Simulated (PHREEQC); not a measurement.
Make-up at 74 °C: 0.0021 mol Pb(NO3)2, 0.00014 mol ZnCl2 and 0.00097 mol H2SO4 per kg of water. It is in equilibrium with CO2 at log p = -2 (atm). Otherwise closed; pH follows from the charge balance.

The numbers come from PHREEQC with the ion-association model, phreeqc.dat.

This is a speciation only: nothing precipitates in the calculation.

Problem. What pH does the model give?

Solution. pH 2.80.

Problem. In which forms is S present?

Solution. SO4-2 54 %, PbSO4 24 %, HSO4- 21 %, ZnSO4 1.0 % of the S.

Saturation is exceeded, for instance for Anglesite; the values hold only as long as no solid forms. At this temperature some constants are extrapolated from 25 °C, and those without enthalpy data are left unchanged.
